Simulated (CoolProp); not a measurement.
The fluid at 293.15 K and 0.0349 MPa flows at 0.44 m/s in a round tube of 10 mm bore and 45 µm roughness, fully developed (64/Re and Nu = 3.66 if laminar; Colebrook and Gnielinski if turbulent). The same conditions are run with several fluids, on thermodynamics alone (safety and materials aside).

Computed with CoolProp (reference Helmholtz-energy equation of state of each fluid (R11: Jacobsen 1992; R143a: Lemmon and Jacobsen 2000; propane: Lemmon 2009; isobutane: Bücker 2006; methane: Setzmann 1991)).

Q: Rank R11, R143a, propane, isobutane, methane by Reynolds number, highest first.

A: R11 (872), isobutane (500), R143a (488), propane (349), methane (91.7)

```csv
fluid,Darcy friction factor,pressure drop (Pa/m),heat-transfer coefficient (W/(m² K)),mass flow (kg/h)
R11,0.0734,1.42,3.01,0.248
R143a,0.131,1.54,5.27,0.151
propane,0.184,1.13,6.50,0.0790
isobutane,0.128,1.04,6.01,0.105
methane,0.698,1.55,12.2,0.0286
```

Transport values come from each fluid's own correlations; those of R11, R143a are estimates that may be off by 10 % or more.
